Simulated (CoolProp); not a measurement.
Cyclopropane along the isotherm 278 K: fugacity coefficient from the reference equation and from simpler models built on Tc = 398.7 K, pc = 56.05 bar, ω = 0.131; each cubic takes its own stable root.

Values from CoolProp's reference Helmholtz-energy equation of state, Polt 1992. This equation is an older, rougher fit; its heat capacities, sound speeds and derivatives of the liquid may be far off and weren't checked against measurements.

```
p (bar)   phase  reference
-------  ------  ---------
0.0886      gas     0.9982
0.138       gas     0.9972
0.215       gas     0.9957
0.335       gas     0.9933
0.521       gas     0.9895
0.811       gas     0.9837
1.26        gas     0.9747
1.97        gas     0.9604
3.06        gas     0.9385
4.77     liquid     0.7774
7.42     liquid     0.5035
11.6     liquid     0.3259
18       liquid     0.2138
28       liquid     0.1413
```

### Question
How far does each simpler model (van der Waals, Redlich-Kwong, Soave-Redlich-Kwong, Peng-Robinson) lie from the reference over these 14 states: mean and median of the absolute difference, and the worst?

### Answer
- van der Waals: mean 41.1 %, median 1.3 %, worst +159.5 % at 278 K and 28 bar
- Redlich-Kwong: mean 6.7 %, median 0.6 %, worst +18.7 % at 278 K and 28 bar
- Soave-Redlich-Kwong: mean 0.6 %, median 0.5 %, worst +1.5 % at 278 K and 28 bar
- Peng-Robinson: mean 0.3 %, median 0.2 %, worst +0.7 % at 278 K and 3.06 bar

At some of these states van der Waals gives the other phase, because its saturation line lies elsewhere.
